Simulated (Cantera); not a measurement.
Charge: 1 mol Si, 0.026 mol N₂O, 4 mol H₂, at 1698.15 K and 13.3 mbar.

These are equilibrium values from Cantera (NASA tables, ideal gas, pure condensed phases), not measurements of a reactor. Candidate condensed phases: H₂O, Si, SiO₂, Si₂N₂O, Si₃N₄; 35 gas species. Gases not in the tables: Si₂H₆ and higher silanes. The numbers say what is thermodynamically allowed, not how fast it happens.

Base state: H₂ 0.986, SiO 0.00641, N₂ 0.00641, H 0.00125, Si 4.94e-5, SiH₂ 1.38e-5 (mole fractions); condensed: Si(l).

Question: What changes in the equilibrium state with this change: temperature from 1698.15 K to 1448 K?

Answer: 
```tsv
species	before	after
H₂	0.986	1.000
N₂	0.00641	0.000147
SiO	0.00641	0.000147
Si	4.94e-5	2.19e-7
SiH₂	1.38e-5	7.48e-7
H	0.00125	7.98e-5
Si(l), mol	0.974	0
Si(s), mol	0	0.949
Si₂N₂O(s), mol	0	0.0254
```
Mutual solubility and eutectic melting of coexisting phases are not modelled.

Question: What changes in the equilibrium state with this change: temperature from 1698.15 K to 2073 K?

Answer: 
```json
[
 {"species": "H₂", "before": "0.986", "after": "0.957"},
 {"species": "H", "before": "0.00125", "after": "0.0223"},
 {"species": "Si", "before": "4.94e-5", "after": "0.00748"},
 {"species": "Si₂", "before": "2.15e-7", "after": "9.18e-5"},
 {"species": "Si₃", "before": "5.43e-8", "after": "1.90e-5"},
 {"species": "SiH", "before": "8.81e-6", "after": "0.000486"},
 {"species": "SiN", "before": "2.78e-7", "after": "1.51e-5"},
 {"species": "Si₂N", "before": "5.03e-7", "after": "1.85e-5"},
 {"species": "Si(l), mol", "before": "0.974", "after": "0.939"}
]
```
The tables' values for SiN are old estimates; treat these amounts as uncertain.

Question: What changes in the equilibrium state with this change: pressure from 13.3 mbar to 55.0 mbar?

Answer: 
```json
[
 {"species": "H₂", "before": "0.986", "after": "0.988"},
 {"species": "N₂", "before": "0.00641", "after": "0.00545"},
 {"species": "SiO", "before": "0.00641", "after": "0.00545"},
 {"species": "Si", "before": "4.94e-5", "after": "1.20e-5"},
 {"species": "H", "before": "0.00125", "after": "0.000614"},
 {"species": "SiH₂", "before": "1.38e-5", "after": "1.38e-5"},
 {"species": "Si(l), mol", "before": "0.974", "after": "0.970"},
 {"species": "Si₂N₂O(s), mol", "before": "0", "after": "0.00395"}
]
```
Mutual solubility and eutectic melting of coexisting phases are not modelled.
